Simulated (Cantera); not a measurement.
A perfectly stirred reactor is fed with CH4 : H2 = 1 : 5 (molar parts), at 19.5 Torr; it is held at 1350 K, and followed from long to short residence time.

Cantera simulation using GRI-Mech 3.0 (53 species, 325 reactions); the numbers are that mechanism's predictions, not measurements. GRI-Mech 3.0 stops at C3 and has no aromatics, soot or wall deposition, so with more carbon than oxygen in the feed, carbon stays in small species such as C2H2 where larger ones or solid carbon would form. Radical loss at walls, strong at low pressure, is not modelled.

Task: What does this change do: temperature 1350 to 1975 K?

Result: 
```json
[
 {"quantity": "x(CH4) at τ = 0.590 s", "before": "0.167", "after": "0.00759"},
 {"quantity": "x(H2) at τ = 0.590 s", "before": "0.833", "after": "0.918"},
 {"quantity": "x(CH2) at τ = 0.590 s", "before": "1.19e-10", "after": "6.73e-6"},
 {"quantity": "x(C2H) at τ = 0.590 s", "before": "<1e-12", "after": "7.43e-6"},
 {"quantity": "x(C2H6) at τ = 0.590 s", "before": "6.26e-6", "after": "4.76e-7"},
 {"quantity": "x(CH4) at τ = 24.0 ms", "before": "0.167", "after": "0.0523"},
 {"quantity": "x(H2) at τ = 24.0 ms", "before": "0.833", "after": "0.893"},
 {"quantity": "x(CH2) at τ = 24.0 ms", "before": "2.59e-12", "after": "1.39e-5"},
 {"quantity": "x(C2H) at τ = 24.0 ms", "before": "<1e-12", "after": "3.33e-6"},
 {"quantity": "x(C2H6) at τ = 24.0 ms", "before": "4.61e-8", "after": "1.33e-5"}
]
```

Task: What does this change do: temperature 1350 to 1550 K?

Result: 
| quantity | before | after |
|---|---|---|
| x(CH4) at τ = 0.590 s | 0.167 | 0.145 |
| x(H2) at τ = 0.590 s | 0.833 | 0.845 |
| x(CH2) at τ = 0.590 s | 1.19e-10 | 3.87e-8 |
| x(C2H) at τ = 0.590 s | <1e-12 | 2.81e-9 |
| x(C2H6) at τ = 0.590 s | 6.26e-6 | 2.42e-5 |
| x(CH4) at τ = 24.0 ms | 0.167 | 0.166 |
| x(H2) at τ = 24.0 ms | 0.833 | 0.833 |
| x(CH2) at τ = 24.0 ms | 2.59e-12 | 1.27e-8 |
| x(C2H) at τ = 24.0 ms | <1e-12 | 5.86e-12 |
| x(C2H6) at τ = 24.0 ms | 4.61e-8 | 1.01e-5 |
